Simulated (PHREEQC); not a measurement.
A solution holds 0.037 mol/kgw CdSO4, 0.26 mol/kgw Na2SO4 and 0.056 mol/kgw H2SO4, at 25 °C. It is in equilibrium with CO2 at log p = -2 (atm). Otherwise closed; pH follows from the charge balance.

Model: ion-association model, phreeqc.dat, run in PHREEQC.

- pH = 1.65
- ionic strength = 0.673 mol/kgw
- activity of water = 0.986
- density = 1.040 g/cm³
- total alkalinity = -112 meq/kg

| species | molality | activity | log γ |
|---|---|---|---|
| Na+ | 0.452 | 0.324 | -0.144 |
| SO4-2 | 0.155 | 0.0283 | -0.740 |
| HSO4- | 0.0824 | 0.0615 | -0.127 |
| NaSO4- | 0.0681 | 0.0460 | -0.170 |
| H+ | 0.0296 | 0.0223 | -0.122 |
| Cd(SO4)2-2 | 0.0164 | 0.00511 | -0.508 |
| CdSO4 | 0.0141 | 0.0164 | 0.067 |

No solid was allowed to form.
